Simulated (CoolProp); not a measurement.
Vapour-liquid equilibrium of ethane (1) + propane (2) at 177.9 K; x and y are mole fractions of (1).

Model: multi-fluid Helmholtz-energy mixture model, Bücker 2006 and Lemmon 2009; pair parameters Kunz 2012, in CoolProp.

| x | bubble pressure, mixture model (MPa) | bubble pressure, Raoult's law (MPa) | y, mixture model | y, Raoult's law |
|---|---|---|---|---|
| 0.05 | 0.007427 | 0.007561 | ? | 0.461 |
| 0.2 | 0.01659 | 0.01736 | 0.790 | 0.802 |
| 0.35 | ? | 0.02717 | ? | 0.897 |
| 0.5 | ? | 0.03697 | ? | 0.942 |
| 0.65 | ? | 0.04678 | 0.967 | 0.968 |
| 0.8 | 0.05584 | 0.05658 | 0.985 | 0.985 |
| 0.95 | ? | 0.06638 | 0.997 | 0.997 |

Q: Some entries are withheld; supply them.

A: 
- 0.05, y, mixture model: 0.449
- 0.35, bubble pressure, mixture model (MPa): 0.02581
- 0.35, y, mixture model: 0.890
- 0.5, bubble pressure, mixture model (MPa): 0.03542
- 0.5, y, mixture model: 0.938
- 0.65, bubble pressure, mixture model (MPa): 0.04547
- 0.95, bubble pressure, mixture model (MPa): 0.06625

The largest gap from Raoult's law is -5.0 % in bubble pressure, at x = 0.35. No azeotrope shows between x = 0.05 and 0.95.

The pair parameters rest on a limited set of measurements; away from them the model extrapolates.
